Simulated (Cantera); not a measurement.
Input (Python, Cantera) and output of one run.

```python
import numpy as np
import cantera as ct

gas_names = """
    B BH BH2 BH3 BO BO2 B2 B2O B2O2 B2O3 B3O3H3 H HBO HBO2 HO2 H2 H2O H2O2 H3B3O6 O OH O2 O3
""".split()
cond_names = """
    B(b) B(L) B2O3(L) B3O3H3(cr) H2O(s) H2O(L)
""".split()


# ... load() reads the species with a 1 bar reference pressure and builds the phases ...
atoms = {
    'B2H6': {'B': 2, 'H': 6},
    'O2': {'O': 2},
}
top_T = {}  # K; cautious upper limits of use, not melting points


# ... equilibrate(T, P, feed) seeds the gas with the atoms and calls Mixture.equilibrate('TP', solver="gibbs", rtol=1e-10, max_steps=50000) ...
results = []
P = 10000  # Pa
for T in [1748, 1798, 1848, 1898, 1948, 1998, 2048, 2098, 2148]:
    for m in [0.21, 0.26, 0.33, 0.41, 0.52, 0.65, 0.82, 1, 1.3, 1.6]:
        feed = {'B2H6': 1, 'O2': m}  # mol
        mix = equilibrate(T, P, feed)
        results.append((T, P, feed, dict(zip(mix.species_names, mix.species_moles))))

for T, P, feed, n in results:
    print(f"{T:7g} {feed['O2']:10.4g}  " + (" + ".join(c for c in cond_names if n.get(c, 0) > 1e-12) or "gas only"))
```

Output:

```
   1748       0.21  B(b)
   1748       0.26  B(b)
   1748       0.33  B(b)
   1748       0.41  B(b)
   1748       0.52  B(b) + B2O3(L)
   1748       0.65  B(b) + B2O3(L)
   1748       0.82  B(b) + B2O3(L)
   1748          1  B(b) + B2O3(L)
   1748        1.3  B(b) + B2O3(L)
   1748        1.6  B2O3(L)
   1798       0.21  B(b)
   1798       0.26  B(b)
   1798       0.33  B(b)
   1798       0.41  B(b)
   1798       0.52  B(b)
   1798       0.65  B(b)
   1798       0.82  B(b)
   1798          1  B(b) + B2O3(L)
   1798        1.3  B2O3(L)
   1798        1.6  B2O3(L)
   1848       0.21  B(b)
   1848       0.26  B(b)
   1848       0.33  B(b)
   1848       0.41  B(b)
   1848       0.52  B(b)
   1848       0.65  B(b)
   1848       0.82  B(b)
   1848          1  B(b)
   1848        1.3  B2O3(L)
   1848        1.6  B2O3(L)
   1898       0.21  B(b)
   1898       0.26  B(b)
   1898       0.33  B(b)
   1898       0.41  B(b)
   1898       0.52  B(b)
   1898       0.65  B(b)
   1898       0.82  B(b)
   1898          1  B(b)
   1898        1.3  gas only
   1898        1.6  B2O3(L)
   1948       0.21  B(b)
   1948       0.26  B(b)
   1948       0.33  B(b)
   1948       0.41  B(b)
   1948       0.52  B(b)
   1948       0.65  B(b)
   1948       0.82  B(b)
   1948          1  B(b)
   1948        1.3  gas only
   1948        1.6  gas only
   1998       0.21  B(b)
   1998       0.26  B(b)
   1998       0.33  B(b)
   1998       0.41  B(b)
   1998       0.52  B(b)
   1998       0.65  B(b)
   1998       0.82  B(b)
   1998          1  B(b)
   1998        1.3  gas only
   1998        1.6  gas only
   2048       0.21  B(b)
   2048       0.26  B(b)
   2048       0.33  B(b)
   2048       0.41  B(b)
   2048       0.52  B(b)
   2048       0.65  B(b)
   2048       0.82  B(b)
   2048          1  B(b)
   2048        1.3  gas only
   2048        1.6  gas only
   2098       0.21  B(b)
   2098       0.26  B(b)
   2098       0.33  B(b)
   2098       0.41  B(b)
   2098       0.52  B(b)
   2098       0.65  B(b)
   2098       0.82  B(b)
   2098          1  B(b)
   2098        1.3  gas only
   2098        1.6  gas only
   2148       0.21  B(b)
   2148       0.26  B(b)
   2148       0.33  B(b)
   2148       0.41  B(b)
   2148       0.52  B(b)
   2148       0.65  B(b)
   2148       0.82  B(b)
   2148          1  B(b)
   2148        1.3  gas only
   2148        1.6  gas only
```

Equilibrium computed with Cantera from the NASA thermochemical tables; the gas is ideal and each condensed phase is pure. The feed counts by its element totals alone. Mutual solubility and eutectic melting of coexisting phases are not modelled.
